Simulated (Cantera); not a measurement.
An isothermal, constant-pressure homogeneous reactor starts with CO : O₂ : H₂O : N₂ = 0.0024 : 0.025 : 0.04 : 1 (molar parts), equivalence ratio 0.048, at 1023 K and 1.01 bar.

Detailed kinetics in Cantera: GRI-Mech 3.0 (53 species, 325 reactions).

x: mole fraction; the columns are a selection and need not sum to one.

```json
[
 {"t (s)": "4.00e-6", "x CO": "0.00225", "x O₂": "0.0234", "x H₂O": "0.0375", "x O": "<1e-12", "x NO₂": "<1e-12", "x CO₂": "<1e-12", "x OH": "<1e-12"},
 {"t (s)": "3.36e-5", "x CO": "0.00225", "x O₂": "0.0234", "x H₂O": "0.0375", "x O": "3.15e-12", "x NO₂": "<1e-12", "x CO₂": "3.26e-12", "x OH": "<1e-12"},
 {"t (s)": "0.000283", "x CO": "0.00225", "x O₂": "0.0234", "x H₂O": "0.0375", "x O": "2.32e-11", "x NO₂": "<1e-12", "x CO₂": "3.30e-11", "x OH": "8.53e-12"},
 {"t (s)": "0.00238", "x CO": "0.00225", "x O₂": "0.0234", "x H₂O": "0.0375", "x O": "2.51e-10", "x NO₂": "<1e-12", "x CO₂": "(withheld)", "x OH": "2.08e-10"},
 {"t (s)": "0.0200", "x CO": "0.00224", "x O₂": "0.0234", "x H₂O": "0.0375", "x O": "4.86e-7", "x NO₂": "<1e-12", "x CO₂": "(withheld)", "x OH": "5.55e-7"},
 {"t (s)": "0.168", "x CO": "0.00142", "x O₂": "0.0230", "x H₂O": "0.0375", "x O": "5.90e-7", "x NO₂": "9.65e-12", "x CO₂": "(withheld)", "x OH": "1.03e-6"},
 {"t (s)": "1.41", "x CO": "0.000198", "x O₂": "0.0224", "x H₂O": "0.0375", "x O": "4.07e-8", "x NO₂": "7.63e-11", "x CO₂": "(withheld)", "x OH": "3.33e-7"},
 {"t (s)": "11.9", "x CO": "7.35e-6", "x O₂": "0.0223", "x H₂O": "0.0375", "x O": "4.03e-10", "x NO₂": "1.02e-10", "x CO₂": "0.00224", "x OH": "6.36e-8"},
 {"t (s)": "100", "x CO": "4.92e-12", "x O₂": "0.0223", "x H₂O": "0.0375", "x O": "5.69e-11", "x NO₂": "1.72e-12", "x CO₂": "0.00225", "x OH": "6.90e-8"}
]
```

Question: Some entries are withheld; supply them.

Answer: 
- 0.00238, x CO₂: 1.44e-9
- 0.0200, x CO₂: 1.17e-5
- 0.168, x CO₂: 0.000831
- 1.41, x CO₂: 0.00205
